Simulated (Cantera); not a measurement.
A perfectly stirred reactor is fed with 15.4 % CH₃OH, 17.7 % O₂, 66.9 % N₂, at 7500 Torr; it is adiabatic with a 648 K inlet, and is followed from long to short residence time, starting on the burning branch (τ in s: 0.045, 0.02, 0.0085, 0.0037, 0.0016, 0.0007, 0.0003, 0.00013, 5.7e-05, 2.5e-05, 1.1e-05).

Cantera simulation using GRI-Mech 3.0 (53 species, 325 reactions); the numbers are that mechanism's predictions, not measurements. GRI-Mech 3.0 was tuned for natural gas; its chemistry of methanol as a main component is partial and can be far from experiment.

One state of this run: T (K) = 2248; x CH₃OH = 3.86e-5; x O₂ = 0.00250; x CH₂CO = 2.05e-7; x C₂H₂ = 9.47e-8; x H₂O = 0.230; x CH₂O = 3.78e-5; x O = 0.000417. x: mole fraction; the columns are a selection and need not sum to one.

**Question.** Which value of τ (s) does it belong to?
A. 0.00013
B. 2.5e-5
C. 5.7e-5
D. 0.00030

**Answer.** A, 0.00013
